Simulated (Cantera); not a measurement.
What does this Cantera script print?

```python
import numpy as np
import cantera as ct

gas = ct.Solution("gri30.yaml")
gas.TPX = 575, 19000, {'CO': 1, 'H2': 0.33, 'O2': 0.512, 'N2': 1.92}
flame = ct.FreeFlame(gas, width=0.13)
flame.set_refine_criteria(ratio=3, slope=0.08, curve=0.16)
flame.transport_model = "mixture-averaged"
flame.solve(loglevel=0, auto=True)
z, T = flame.grid, flame.T
thick = (T[-1] - T[0]) / np.gradient(T, z).max()
show = ['CO', 'H2', 'O2', 'N2O', 'NO', 'OH']
print(f"laminar burning velocity  {flame.velocity[0] * 100:.3f} cm/s")
print(f"burnt temperature         {T[-1]:.1f} K")
print(f"thermal thickness         {thick * 1e3:.4f} mm")
print(f"grid points               {len(z)}")
z0 = z[flame.heat_release_rate.argmax()]
print(f"{'z/mm':>9s}{'T/K':>9s}{'u/(m/s)':>9s}" + "".join(f"{s:>11s}" for s in show))
rows = []
for k in (-3, -2, -1.5, -1, -0.5, -0.25, 0, 0.25, 0.5, 1, 2, 4, 8):
    zz = z0 + k * thick
    rows.append([k * thick, np.interp(zz, z, T), np.interp(zz, z, flame.velocity),
                 *(np.interp(zz, z, flame.X[gas.species_index(s)]) for s in show)])
    print(f"{rows[-1][0] * 1e3:9.3f}{rows[-1][1]:9.1f}{rows[-1][2]:9.3f}" + "".join(f"{x:11.3e}" for x in rows[-1][3:]))
```

It prints:

```
laminar burning velocity  312.451 cm/s
burnt temperature         2424.7 K
thermal thickness         5.7115 mm
grid points               167
     z/mm      T/K  u/(m/s)         CO         H2         O2        N2O         NO         OH
  -17.135    575.0    3.125  2.658e-01  8.772e-02  1.361e-01  9.490e-22  1.010e-16  1.409e-18
  -11.423    575.0    3.125  2.658e-01  8.772e-02  1.361e-01  9.740e-22  1.010e-16  1.040e-17
   -8.567    575.0    3.125  2.658e-01  8.772e-02  1.361e-01  2.493e-21  1.010e-16  1.056e-15
   -5.712    575.0    3.124  2.658e-01  8.772e-02  1.361e-01  5.075e-19  1.013e-16  1.407e-12
   -2.856    576.7    3.132  2.659e-01  8.730e-02  1.361e-01  3.149e-15  1.390e-13  2.577e-06
   -1.428    678.2    3.663  2.630e-01  7.954e-02  1.329e-01  3.808e-12  1.116e-09  1.961e-04
    0.000   1086.7    5.781  2.336e-01  3.333e-02  9.774e-02  3.514e-09  5.676e-07  1.810e-03
    1.428   1400.6    7.305  1.715e-01  1.165e-02  4.887e-02  1.537e-08  5.381e-06  4.527e-03
    2.856   1542.3    7.921  1.424e-01  1.329e-02  3.593e-02  1.437e-08  1.217e-05  6.159e-03
    5.712   1678.2    8.518  1.354e-01  1.443e-02  3.143e-02  1.438e-08  2.354e-05  7.789e-03
   11.423   1821.3    9.148  1.374e-01  1.414e-02  2.961e-02  1.587e-08  3.911e-05  9.239e-03
   22.846   1972.7    9.794  1.359e-01  1.315e-02  2.668e-02  1.777e-08  6.179e-05  1.021e-02
   45.692   2120.9   10.408  1.308e-01  1.175e-02  2.263e-02  2.118e-08  1.115e-04  1.040e-02
```

Cantera simulation using GRI-Mech 3.0 (53 species, 325 reactions); the numbers are that mechanism's predictions, not measurements. Burning velocities carry a grid error of a few per cent, more on coarse grids.
